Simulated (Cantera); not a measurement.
## Stirred combustor or abatement burner

A perfectly stirred reactor is fed with 29.6 % H₂, 14.8 % O₂, 55.6 % N₂, equivalence ratio 1.0, at 0.210 bar; it is adiabatic with a 625 K inlet, and is followed from long to short residence time, starting on the burning branch (τ in s: 0.16, 0.076, 0.036, 0.017, 0.0077, 0.0036, 0.0017, 0.00079, 0.00037, 0.00017, 8.1e-05, 3.8e-05).

Cantera simulation using the H2/O2 subset of GRI-Mech 3.0, which has no nitrogen chemistry; the numbers are that mechanism's predictions, not measurements.

| τ (s) | T (K) | x H₂ | x O₂ | x OH | x H₂O | x H₂O₂ | x H | x O |
|---|---|---|---|---|---|---|---|---|
| 0.16 | 2440 | 0.0310 | 0.0121 | 0.0162 | 0.294 | 8.83e-8 | 0.00886 | 0.00308 |
| 0.076 | 2418 | 0.0324 | 0.0128 | 0.0167 | 0.291 | 8.31e-8 | 0.00989 | 0.00341 |
| 0.036 | 2375 | 0.0349 | 0.0140 | 0.0176 | 0.286 | 7.60e-8 | 0.0121 | 0.00410 |
| 0.017 | 2296 | 0.0390 | 0.0162 | 0.0187 | 0.277 | 7.26e-8 | 0.0165 | 0.00542 |
| 0.0077 | 2172 | 0.0442 | 0.0195 | 0.0195 | 0.264 | 8.61e-8 | 0.0244 | 0.00760 |
| 0.0036 | 2026 | 0.0484 | 0.0231 | 0.0192 | 0.251 | 1.29e-7 | 0.0352 | 0.0102 |
| 0.0017 | 1869 | 0.0511 | 0.0269 | 0.0175 | 0.238 | 2.28e-7 | 0.0483 | 0.0127 |
| 0.00079 | 1702 | 0.0524 | 0.0310 | 0.0148 | 0.226 | 4.49e-7 | 0.0636 | 0.0148 |
| 0.00037 | 1538 | 0.0537 | 0.0358 | 0.0115 | 0.215 | 8.40e-7 | 0.0790 | 0.0158 |
| 0.00017 | 1372 | 0.0612 | 0.0439 | 0.00809 | 0.199 | 1.24e-6 | 0.0910 | 0.0149 |
| 8.1e-5 | 1174 | 0.110 | 0.0692 | 0.00431 | 0.153 | 1.23e-6 | 0.0791 | 0.00938 |
| 3.8e-5 | 625 | 0.296 | 0.148 | <1e-12 | <1e-12 | <1e-12 | <1e-12 | <1e-12 |
x: mole fraction; the columns are a selection and need not sum to one.
